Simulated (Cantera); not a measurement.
What does this Cantera script print?

```python
import numpy as np
import cantera as ct

gas_names = """
    C CO CO2 C2 C2O C3 C3O2 C4 C5 O O2 O3 Pb PbO Pb2
""".split()
cond_names = """
    C(gr) Pb(cr) Pb(L) PbO(rd) PbO(yw) PbO(L) PbO2(s) Pb3O4(s)
""".split()


def load(file, names, dense=False):
    # The tables refer to 1 bar. Condensed volumes are neglected.
    table = {s.name: s for s in ct.Species.list_from_file(file)}
    out = []
    for n in names:
        d = dict(table[n].input_data)
        d["thermo"] = dict(d["thermo"], **{"reference-pressure": 1e5})
        if dense:
            d["equation-of-state"] = {"model": "constant-volume", "density": "1e6 g/cm^3"}
        out.append(ct.Species.from_dict(d))
    return out


gas = ct.Solution(thermo="ideal-gas", species=load("nasa_gas.yaml", gas_names))
cond = {s.name: ct.Solution(thermo="fixed-stoichiometry", species=[s], name=s.name)
        for s in load("nasa_condensed.yaml", cond_names, dense=True)}
atoms = {
    'Pb': {'Pb': 1},
    'CO': {'C': 1, 'O': 1},
}
top_T = {'C(gr)': 4500, 'Pb3O4(s)': 820}  # K; cautious upper limits of use, not melting points


def equilibrate(T, P, feed):
    n = {}
    for name, mol in feed.items():
        for a, k in atoms[name].items():
            n[a] = n.get(a, 0.0) + k * mol
    gas.TPX = T, P, n
    mass = sum(n.values()) * gas.mean_molecular_weight
    gas.equilibrate("TP")
    valid = [c for c in cond.values() if c.min_temp <= T <= top_T.get(c.name, c.max_temp)]
    mix = ct.Mixture([(gas, mass / gas.mean_molecular_weight)] + [(c, 0.0) for c in valid])
    mix.T, mix.P = T, P
    mix.equilibrate("TP", solver="vcs", rtol=1e-11, max_steps=5000)
    return mix


results = []
feed = {'Pb': 1, 'CO': 0.45}  # mol
P = 61000  # Pa
for T in [700, 800, 900, 1000, 1100, 1200, 1300, 1400, 1500, 1600, 1700, 1800, 1900, 2000]:
    mix = equilibrate(T, P, feed)
    results.append((T, P, feed, dict(zip(mix.species_names, mix.species_moles))))

top = {s: max(r[3][s] / sum(r[3][g] for g in gas_names) for r in results) for s in gas_names}
cols = sorted((s for s in top if top[s] > 1e-05), key=lambda s: -top[s])[:8]
seen = [c for c in cond_names if any(r[3].get(c, 0) > 1e-12 for r in results)]
print("log10 of partial pressures in bar; condensed amounts in mol")
print(f"{'T/K':>10s}" + "".join(f"{s[:9]:>10s}" for s in cols + seen))
for T, P, feed, n in results:
    ng = sum(n[g] for g in gas_names)
    print(f"{T:10.4g}" + "".join(f"{np.log10(max(n[s] / ng * P / 1e5, 1e-99)):10.3f}" for s in cols)
          + "".join(f"{n.get(c, 0):10.4g}" for c in seen))
```

Result:

```
log10 of partial pressures in bar; condensed amounts in mol
       T/K        CO       CO2        Pb       Pb2     C(gr)     Pb(L)
       700    -1.914    -0.223    -8.953   -17.281    0.2227         1
       800    -1.133    -0.271    -7.212   -14.353    0.2105         1
       900    -0.597    -0.447    -5.864   -12.090    0.1662         1
      1000    -0.319    -0.885    -4.791   -10.292   0.07928         1
      1100    -0.236    -1.527    -3.917    -8.831    0.0209    0.9999
      1200    -0.220    -2.164    -3.192    -7.620   0.00501    0.9995
      1300    -0.218    -2.722    -2.581    -6.602    0.0014    0.9981
      1400    -0.221    -3.208    -2.060    -5.735 0.0004628    0.9935
      1500    -0.233    -3.643    -1.610    -4.988 0.0001747    0.9811
      1600    -0.260    -4.057    -1.218    -4.337 7.188e-05    0.9503
      1700    -0.323    -4.495    -0.873    -3.767 3.026e-05    0.8729
      1800    -0.470    -5.068    -0.567    -3.263 1.144e-05    0.6386
      1900    -0.722    -5.817    -0.377    -2.980  3.72e-06         0
      2000    -0.722    -6.037    -0.377    -3.067 2.281e-06         0
```

These are equilibrium values from Cantera (NASA tables, ideal gas, pure condensed phases), not measurements of a reactor.
